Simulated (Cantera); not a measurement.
Charge: 1 mol SiHCl3, 5.6 mol N2, 0.14 mol H2, held at 0.0533 Torr.

These are equilibrium values from Cantera (NASA tables, ideal gas, pure condensed phases), not measurements of a reactor. Candidate condensed phases: NH4Cl, Si, Si3N4; 28 gas species. N2 is the only nitrogen source here; it is nearly inert below about 1500 K, so the nitride shown seldom forms there in practice. The tables' values for SiCl3 are old estimates; treat these amounts as uncertain. Kinetics and transport are ignored. All values below are at 1200 K.

Base state: N2 0.746, HCl 0.157, SiCl4 0.0389, SiCl2 0.0347, SiCl3 0.0124, H2 0.0110, SiHCl3 7.45e-5, Cl 3.03e-5 (mole fractions); condensed: Si3N4(s).

Question: What changes in the equilibrium state with this change: H2 from 0.14 to 1.1 mol?

Answer: 
```tsv
species	before	after
N2	0.746	0.632
HCl	0.157	0.268
H2	0.0110	0.0630
SiCl4	0.0389	0.0115
SiCl3	0.0124	0.00511
SiCl2	0.0347	0.0199
Cl	3.03e-5	2.17e-5
SiHCl3	7.45e-5	7.33e-5
Si3N4(s), mol	0.128	0.234
```
